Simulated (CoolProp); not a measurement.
Computed with CoolProp (reference Helmholtz-energy equation of state, Lemmon 2005). It is a short technical equation, of lower accuracy than the large ones.

Question: Give the vapour pressure (MPa), liquid density (kg/m³), enthalpy of vaporisation (kJ/kg), surface tension (mN/m) of saturated 1-butene at -49.55, 55.05 °C.

Answer: 
```json
[
 {"T (°C)": "-49.55", "p (MPa)": "0.0128", "liquid density (kg/m³)": "673", "enthalpy of vaporisation (kJ/kg)": "431", "surface tension (mN/m)": "21.8"},
 {"T (°C)": "55.05", "p (MPa)": "0.676", "liquid density (kg/m³)": "548", "enthalpy of vaporisation (kJ/kg)": "324", "surface tension (mN/m)": "8.40"}
]
```

Surface tension comes from a separate correlation (Mulero 2012).
